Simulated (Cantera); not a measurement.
Mixture: CO : H2 : CH4 : O2 : N2 = 1 : 1 : 1.3 : 3 : 11.3 (molar parts), equivalence ratio 1.2, at 0.987 atm, adiabatic and at constant volume. Ignition delay is the time to a rise of 400 K.

Computed with Cantera and GRI-Mech 3.0 (53 species, 325 reactions). Below about 1000 K GRI-Mech 3.0 lacks low-temperature oxidation paths. Below about 950 K walls govern HO2 and H2O2 in real vessels.

### Question
What does this change do: H2 1 to 2.9 parts?

### Answer
| quantity | before | after |
|---|---|---|
| delay at 900 K | 69.6 ms | 51.7 ms |
| delay at 950 K | 18.7 ms | 8.01 ms |
| delay at 1000 K | 8.64 ms | 2.83 ms |
| delay at 1050 K | 4.90 ms | 1.46 ms |
| delay at 1100 K | 2.99 ms | 0.857 ms |
| delay at 1150 K | 1.89 ms | 0.539 ms |
| apparent activation energy between 1050 and 1150 K | 96 kJ/mol | 100 kJ/mol |

### Question
What does this change do: 1.2 parts H2O added?

### Answer
```csv
quantity,before,after
delay at 900 K,69.6 ms,0.173 s
delay at 950 K,18.7 ms,30.7 ms
delay at 1000 K,8.64 ms,11.1 ms
delay at 1050 K,4.90 ms,5.70 ms
delay at 1100 K,2.99 ms,3.39 ms
delay at 1150 K,1.89 ms,2.15 ms
apparent activation energy between 1050 and 1150 K,96 kJ/mol,98 kJ/mol
```
